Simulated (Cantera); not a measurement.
A closed system holds: 1 mol Si2Cl6, 19 mol NH3, 0.36 mol H2, held at 810 Pa.

Equilibrium computed with Cantera from the NASA thermochemical tables; the gas is ideal and each condensed phase is pure. Candidate condensed phases: NH4Cl, Si, Si3N4; 28 gas species. The feed counts by its element totals alone. Rates play no part.

Over these rows the condensed part is Si3N4(s). Partial pressures as log10 of bar:

| T (K) | 1000/T (1/K) | log p SiCl2 | log p H2 | log p N2 | log p HCl |
|---|---|---|---|---|---|
| 998 | 1.0020 | -8.69 | -2.28 | -2.78 | -2.92 |
| 1098 | 0.9107 | -7.42 | -2.28 | -2.78 | -2.92 |
| 1198 | 0.8347 | ? | -2.28 | -2.78 | -2.92 |
| 1298 | 0.7704 | -5.50 | -2.28 | -2.78 | -2.92 |
| 1398 | 0.7153 | -4.77 | -2.28 | -2.78 | -2.93 |
| 1498 | 0.6676 | -4.20 | -2.28 | -2.77 | -2.97 |

### Question
Fit log p(SiCl2) = a + b·(1000/T) to the five rows, give the apparent enthalpy, and predict the row at 1198 K.

### Answer
Means: 1000/T = 0.8132, log p = -6.116. Sxy = -1.050219, Sxx = 0.0777673, so b = -13.50 and a = -6.116 − (-13.50)×0.8132 = 4.86.
Apparent enthalpy: −19.145 × (-13.50) = 258 kJ/mol. With the condensed phases at unit activity, 1/3 Si3N4(s) + 2 HCl(g) = SiCl2(g) + H2(g) + 2/3 N2(g) links this pressure to the main gases: over the six rows their terms move log p by -0.11 in all, so the slope is close to that reaction's ΔH°. The five rows lie within 0.05 of the line.
Prediction at 1198 K: 4.86 + (-13.50)×0.8347 = -6.41. The computed value is -6.38, 0.03 from the line.
